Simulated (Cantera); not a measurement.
SiCl4 + N2O + N2 + NO (silicon oxide and oxynitride deposition)

A closed system holds: 1 mol SiCl4, 6.7 mol N2O, 4.5 mol N2, 0.5 mol NO, held at 7.50 Torr.

Cantera equilibrium calculation (NASA polynomials, part measured and part estimated; ideal gas, pure solids and liquids). Candidate condensed phases: Si, SiO2, Si2N2O, Si3N4; 23 gas species. The tables hold silica as quartz up to 1696 K and as liquid above; real silica turns to tridymite and cristobalite and melts near 1996 K. Equilibrium is a limit: real reactors are often held back by kinetics, nucleation or transport.

From 350 °C to 550 °C the condensed part is SiO2(α-quartz). From 650 °C to 1250 °C the condensed part is SiO2(β-quartz).

| T (°C) | x N2 | x O2 | x Cl | x Cl2 | x NO | x ClO | x O | x NO2 | n SiO2(α-quartz) | n SiO2(β-quartz) |
|---|---|---|---|---|---|---|---|---|---|---|
| 350 | 0.713 | 0.162 | 1.71e-7 | 0.125 | 3.38e-8 | 2.11e-9 | <1e-12 | 1.10e-8 | 1.00 | 0 |
| 450 | 0.713 | 0.162 | 4.58e-6 | 0.125 | 3.88e-7 | 3.18e-8 | <1e-12 | 2.68e-8 | 1.00 | 0 |
| 550 | 0.713 | 0.162 | 5.55e-5 | 0.125 | 2.46e-6 | 2.47e-7 | <1e-12 | 5.23e-8 | 1.00 | 0 |
| 650 | 0.713 | 0.162 | 0.000394 | 0.124 | 1.04e-5 | 1.24e-6 | 5.02e-11 | 8.86e-8 | 0 | 1.00 |
| 750 | 0.713 | 0.162 | 0.00191 | 0.124 | 3.34e-5 | 4.50e-6 | 1.25e-9 | 1.35e-7 | 0 | 1.00 |
| 850 | 0.711 | 0.161 | 0.00696 | 0.121 | 8.69e-5 | 1.29e-5 | 1.77e-8 | 1.92e-7 | 0 | 1.00 |
| 950 | 0.706 | 0.160 | 0.0201 | 0.113 | 0.000192 | 3.04e-5 | 1.62e-7 | 2.55e-7 | 0 | 1.00 |
| 1050 | 0.696 | 0.158 | 0.0475 | 0.0979 | 0.000374 | 5.98e-5 | 1.06e-6 | 3.22e-7 | 0 | 1.00 |
| 1150 | 0.680 | 0.154 | 0.0915 | 0.0731 | 0.000655 | 9.79e-5 | 5.29e-6 | 3.87e-7 | 0 | 1.00 |
| 1250 | 0.662 | 0.150 | 0.143 | 0.0441 | 0.00106 | 0.000132 | 2.14e-5 | 4.48e-7 | 0 | 1.00 |
x: gas mole fraction; n: condensed amount in mol.
